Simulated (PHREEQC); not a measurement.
## Buffer: speciation

Make-up at 25 °C: 0.15 mol/kgw HF, 0.00028 mol/kgw Na2B4O7 and 0.25 mol/kgw KCl. Closed to the air; pH follows from the charge balance.

The numbers come from PHREEQC with the ion-association model, wateq4f.dat.

No solid was allowed to form.

**Question.** Predict the pH, ionic strength, activity of water.

**Answer.** pH 2.00; ionic strength 0.263 mol/kgw; activity of water 0.989.

**Question.** In which forms is F present?

**Answer.** HF 58 %, H2F2 28 %, F- 6.0 %, HF2- 4.3 %, BF4- 3.0 % of the F.

Species that the database lacks are ignored. wateq4f.dat counts part of the HF as a dimer, H2F2, which phreeqc.dat doesn't know; its constant is uncertain. Real BF4- forms and hydrolyses slowly; the run takes it at equilibrium.
